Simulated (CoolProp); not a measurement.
A Linde-Hampson liquefier for methane: isothermal reversible compression at 230 K from 1 atm to 25 MPa, throttling to 1 atm, return gas leaving the recuperator 5 K below the feed. Each further row changes one setting.

Values from CoolProp's reference Helmholtz-energy equation of state, Setzmann 1991.

| case | liquid yield per pass | compression work (kJ/kg of gas) |
|---|---|---|
| as stated | 0.399 | 559 |
| high pressure 50 MPa | 0.389 | 639 |
| warm-end temperature 260 K | 0.306 | 670 |
| warm-end gap 10 K | 0.391 | 559 |
